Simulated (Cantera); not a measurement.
A perfectly stirred reactor is fed with H2 : O2 : N2 = 0.34 : 1 : 3.6 (molar parts), equivalence ratio 0.17, at 0.0350 bar; it is held at 950 K, and followed from long to short residence time.

Model: GRI-Mech 3.0 (53 species, 325 reactions), integrated in Cantera. Radical loss at walls, strong at low pressure, is not modelled. The temperature is held fixed by assumption; the heat of reaction is taken as removed at once.

What does this change do: pressure from 0.0350 bar to 0.0267 bar?


```csv
quantity,before,after
x(H2) at τ = 30.0 s,0.000107,0.000115
x(O2) at τ = 30.0 s,0.174,0.174
x(H2O) at τ = 30.0 s,0.0711,0.0711
x(N2O) at τ = 30.0 s,3.10e-8,2.31e-8
x(OH) at τ = 30.0 s,4.59e-5,5.70e-5
x(H2) at τ = 0.180 s,0.00219,0.00236
x(O2) at τ = 0.180 s,0.174,0.174
x(H2O) at τ = 0.180 s,0.0685,0.0680
x(N2O) at τ = 0.180 s,7.90e-9,5.73e-9
x(OH) at τ = 0.180 s,0.000332,0.000407
```

What does this change do: H2 0.34 to 1.2 parts?


```tsv
quantity	before	after
x(H2) at τ = 30.0 s	0.000107	0.000274
x(O2) at τ = 30.0 s	0.174	0.0770
x(H2O) at τ = 30.0 s	0.0711	0.230
x(N2O) at τ = 30.0 s	3.10e-8	2.65e-8
x(OH) at τ = 30.0 s	4.59e-5	7.43e-5
x(H2) at τ = 0.180 s	0.00219	0.00617
x(O2) at τ = 0.180 s	0.174	0.0796
x(H2O) at τ = 0.180 s	0.0685	0.222
x(N2O) at τ = 0.180 s	7.90e-9	5.87e-9
x(OH) at τ = 0.180 s	0.000332	0.000497
```
